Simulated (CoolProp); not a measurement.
Vapour-liquid equilibrium of CHF3 (R23) (1) + sulfur hexafluoride (2) at 8.13 bar; x and y are mole fractions of (1).

Values from CoolProp's multi-fluid Helmholtz-energy mixture model, Penoncello 2003 and Guder 2009; pair parameters Bell 2016.

```json
[
 {"x": "0.05", "bubble temperature, mixture model (K)": "252.7", "bubble temperature, Raoult's law (K)": "256.8", "y, mixture model": "0.178", "y, Raoult's law": "0.096"},
 {"x": "0.2", "bubble temperature, mixture model (K)": "243.3", "bubble temperature, Raoult's law (K)": "252.5", "y, mixture model": "0.446", "y, Raoult's law": "0.336"},
 {"x": "0.35", "bubble temperature, mixture model (K)": "239.4", "bubble temperature, Raoult's law (K)": "248.8", "y, mixture model": "0.562", "y, Raoult's law": "0.523"},
 {"x": "0.5", "bubble temperature, mixture model (K)": "237.4", "bubble temperature, Raoult's law (K)": "245.5", "y, mixture model": "0.639", "y, Raoult's law": "0.671"},
 {"x": "0.65", "bubble temperature, mixture model (K)": "236.3", "bubble temperature, Raoult's law (K)": "242.6", "y, mixture model": "0.711", "y, Raoult's law": "0.792"},
 {"x": "0.8", "bubble temperature, mixture model (K)": "235.9", "bubble temperature, Raoult's law (K)": "240.1", "y, mixture model": "0.801", "y, Raoult's law": "0.891"},
 {"x": "0.95", "bubble temperature, mixture model (K)": "236.4", "bubble temperature, Raoult's law (K)": "237.7", "y, mixture model": "0.937", "y, Raoult's law": "0.975"}
]
```

The largest gap from Raoult's law is -9.4 K in bubble temperature, at x = 0.35. y crosses x between x = 0.8 and 0.95: the model has an azeotrope there.

Pair parameters are fitted to limited data, so mixtures are less certain than the pure fluids.
